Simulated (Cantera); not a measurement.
Feed: 1 mol C3H8, 0.39 mol NH3, 40 mol N2, 0.59 mol H2O, equilibrated at 2473 K and 3.80 bar.

Method: chemical equilibrium by Gibbs-energy minimisation in Cantera with the NASA 1993 tables (ideal gas, pure condensed phases). Rates play no part.

```json
[
 {"species": "N2", "before": "0.862", "after": "0.842"},
 {"species": "H2", "before": "0.0989", "after": "0.0735"},
 {"species": "H", "before": "0.00360", "after": "0.0524"},
 {"species": "HCN", "before": "0.0193", "after": "0.0165"},
 {"species": "CO", "before": "0.0128", "after": "0.0125"},
 {"species": "C3", "before": "8.55e-8", "after": "2.44e-5"},
 {"species": "CN", "before": "3.91e-5", "after": "0.000653"},
 {"species": "C2H", "before": "2.35e-6", "after": "3.42e-5"},
 {"species": "C2H2 (acetylene)", "before": "0.000953", "after": "0.000709"},
 {"species": "HNC", "before": "0.00219", "after": "0.00187"},
 {"species": "C2N2", "before": "5.68e-5", "after": "5.55e-5"},
 {"species": "C(graphite), mol", "before": "1.32", "after": "1.43"}
]
```
Gas species are given as mole fractions.

Q: Which change was made?
A) pressure from 3.80 bar to 13.3 mbar
B) temperature from 2473 K to 550 K
C) temperature from 2473 K to 1500 K
D) pressure from 3.80 bar to 1.33 mbar

A: A, pressure from 3.80 bar to 13.3 mbar
